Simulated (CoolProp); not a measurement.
A single-stage vapour-compression cycle with isobutane: evaporating at 222.15 K (dew point), condensing at 272.15 K (bubble point), superheat 10 K, subcooling 5 K, compressor efficiency 0.9, no pressure losses. Each further row changes one setting.

Model: reference Helmholtz-energy equation of state, Bücker 2006, in CoolProp.

```csv
case,cooling COP,pressure ratio,discharge temperature (K),refrigerating effect (kJ/kg),volumetric capacity (kJ/m³)
as stated,3.44,9.54,295.8,314,152
evaporating temperature 227.15 K,3.99,(withheld),(withheld),321,201
condensing temperature 267.15 K,3.90,7.95,(withheld),326,157
subcooling 10 K,3.56,9.54,295.8,326,157
superheat 20 K,(withheld),9.54,(withheld),328,152
compressor efficiency 0.8,3.06,9.54,(withheld),314,152
```

### Question
Some entries are withheld; supply them.

### Answer

- evaporating temperature 227.15 K, pressure ratio: 7.23
- evaporating temperature 227.15 K, discharge temperature (K): 293.3
- condensing temperature 267.15 K, discharge temperature (K): 290.5
- superheat 20 K, cooling COP: 3.45
- superheat 20 K, discharge temperature (K): 306.2
- compressor efficiency 0.8, discharge temperature (K): 302.5
